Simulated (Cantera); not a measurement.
**Al + H2O + H2 + I2 (chemical vapour transport)**

Charge: 1 mol Al, 0.016 mol H2O, 5.9 mol H2, 2 mol I2, at 6200 Pa.

Cantera equilibrium calculation (NASA polynomials, part measured and part estimated; ideal gas, pure solids and liquids). Candidate condensed phases: Al, AlI3, Al2O3, H2O, I2; 25 gas species. Rates play no part.

```json
[
 {"T (K)": "1273", "x H2": "0.732", "x I": "0.0408", "x AlI3": "0.129", "x HI": "0.0965", "x AlI": "0.00120", "x I2": "0.000625", "x H": "2.45e-6", "n Al2O3(s)": "0.00533"},
 {"T (K)": "1323", "x H2": "0.728", "x I": "0.0516", "x AlI3": "0.125", "x HI": "0.0901", "x AlI": "0.00394", "x I2": "0.000575", "x H": "5.44e-6", "n Al2O3(s)": "0.00533"},
 {"T (K)": "1373", "x H2": "0.719", "x I": "0.0662", "x AlI3": "0.117", "x HI": "0.0869", "x AlI": "0.0106", "x I2": "0.000568", "x H": "1.13e-5", "n Al2O3(s)": "0.00533"},
 {"T (K)": "1423", "x H2": "0.701", "x I": "0.0872", "x AlI3": "0.102", "x HI": "0.0870", "x AlI": "0.0228", "x I2": "0.000611", "x H": "2.23e-5", "n Al2O3(s)": "0.00533"},
 {"T (K)": "1473", "x H2": "0.675", "x I": "0.115", "x AlI3": "0.0804", "x HI": "0.0886", "x AlI": "0.0399", "x I2": "0.000684", "x H": "4.17e-5", "n Al2O3(s)": "0.00533"},
 {"T (K)": "1523", "x H2": "0.646", "x I": "0.149", "x AlI3": "0.0561", "x HI": "0.0890", "x AlI": "0.0593", "x I2": "0.000750", "x H": "7.46e-5", "n Al2O3(s)": "0.00533"},
 {"T (K)": "1573", "x H2": "0.620", "x I": "0.182", "x AlI3": "0.0336", "x HI": "0.0864", "x AlI": "0.0772", "x I2": "0.000763", "x H": "0.000129", "n Al2O3(s)": "0.00533"},
 {"T (K)": "1623", "x H2": "0.601", "x I": "0.210", "x AlI3": "0.0172", "x HI": "0.0804", "x AlI": "0.0901", "x I2": "0.000704", "x H": "0.000215", "n Al2O3(s)": "0.00533"}
]
```
x: gas mole fraction; n: condensed amount in mol.

From 1273 K to 1623 K the condensed part is Al2O3(s). The main Al-bearing gas is AlI3 at 1273 K and AlI at 1623 K.
